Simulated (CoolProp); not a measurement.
R152A along the isobar 0.101 MPa: density (kg/m³) from the reference equation and from simpler models built on Tc = 386.4 K, pc = 4.517 MPa, ω = 0.275; each cubic takes its own stable root.

The numbers come from the reference Helmholtz-energy equation of state, Outcalt 1996 in CoolProp. It is a modified Benedict-Webb-Rubin equation, recast in Helmholtz form.

```json
[
 {"T (K)": "184.7", "phase": "liquid", "reference": "1137"},
 {"T (K)": "209.8", "phase": "liquid", "reference": "1090"},
 {"T (K)": "234.9", "phase": "liquid", "reference": "1040"},
 {"T (K)": "260", "phase": "gas", "reference": "3.202"},
 {"T (K)": "285", "phase": "gas", "reference": "2.888"},
 {"T (K)": "310.1", "phase": "gas", "reference": "2.636"},
 {"T (K)": "335.2", "phase": "gas", "reference": "2.428"},
 {"T (K)": "360.3", "phase": "gas", "reference": "2.251"},
 {"T (K)": "385.3", "phase": "gas", "reference": "2.100"},
 {"T (K)": "410.4", "phase": "gas", "reference": "1.968"},
 {"T (K)": "435.5", "phase": "gas", "reference": "1.852"}
]
```

How far does each simpler model (van der Waals, Redlich-Kwong, Soave-Redlich-Kwong, Peng-Robinson) lie from the reference over these 11 states: mean and median of the absolute difference, and the worst?


- van der Waals: mean 22.7 %, median 0.7 %, worst -99.7 % at 234.9 K and 0.101 MPa
- Redlich-Kwong: mean 12.8 %, median 0.4 %, worst -99.7 % at 234.9 K and 0.101 MPa
- Soave-Redlich-Kwong: mean 4.9 %, median 0.3 %, worst -17.7 % at 184.7 K and 0.101 MPa
- Peng-Robinson: mean 2.0 %, median 0.2 %, worst -7.6 % at 184.7 K and 0.101 MPa

At some of these states van der Waals, Redlich-Kwong gives the other phase, because its saturation line lies elsewhere.
